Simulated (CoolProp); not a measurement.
Vapour-liquid equilibrium of carbon dioxide (1) + R123 (2) at -39.65 °C; x and y are mole fractions of (1).

Computed with CoolProp (multi-fluid Helmholtz-energy mixture model, Span 1996 and Younglove 1994; pair parameters Bell 2016).

```tsv
x	bubble pressure, mixture model (bar)	bubble pressure, Raoult's law (bar)	y, mixture model	y, Raoult's law
0.05	(withheld)	0.5435	0.915	0.936
0.2	1.509	2.064	0.979	0.986
0.35	2.687	3.585	0.990	0.993
0.5	(withheld)	5.106	0.995	0.996
0.65	5.775	6.627	(withheld)	0.998
0.8	7.660	8.147	0.999	0.999
0.95	9.569	9.668	1.000	1.000
```

### Question
Complete the blanks.

### Answer

- 0.05, bubble pressure, mixture model (bar): 0.4197
- 0.5, bubble pressure, mixture model (bar): 4.094
- 0.65, y, mixture model: 0.997

The largest gap from Raoult's law is -26.9 % in bubble pressure, at x = 0.2. No azeotrope shows between x = 0.05 and 0.95.

Pair parameters are fitted to limited data, so mixtures are less certain than the pure fluids.
